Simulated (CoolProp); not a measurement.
Vapour-liquid equilibrium of cyclohexane (1) + n-octane (2) at 165 kPa; x and y are mole fractions of (1).

Model: multi-fluid Helmholtz-energy mixture model, Zhou 2014 and Beckmüller 2019; pair parameters Bell 2016, in CoolProp.

| x | bubble temperature, mixture model (K) | bubble temperature, Raoult's law (K) | y, mixture model | y, Raoult's law |
|---|---|---|---|---|
| 0.05 | 413.8 | 413.5 | 0.125 | 0.137 |
| 0.125 | 408.7 | 408.2 | 0.286 | 0.307 |
| 0.2 | 404.0 | 403.4 | 0.419 | 0.442 |
| 0.275 | 399.6 | 399.1 | 0.530 | 0.551 |
| 0.35 | 395.6 | 395.1 | 0.621 | 0.640 |
| 0.425 | 391.9 | 391.5 | 0.697 | 0.713 |
| 0.5 | 388.5 | 388.1 | 0.760 | 0.774 |
| 0.575 | 385.3 | 385.0 | 0.814 | 0.825 |
| 0.65 | 382.3 | 382.1 | 0.859 | 0.868 |
| 0.725 | 379.6 | 379.4 | 0.897 | 0.905 |
| 0.8 | 377.1 | 376.9 | 0.931 | 0.936 |
| 0.875 | 374.7 | 374.6 | 0.959 | 0.963 |
| 0.95 | 372.4 | 372.4 | 0.985 | 0.986 |

The largest gap from Raoult's law is +0.6 K in bubble temperature, at x = 0.2. No azeotrope shows between x = 0.05 and 0.95.

The pair parameters rest on a limited set of measurements; away from them the model extrapolates.
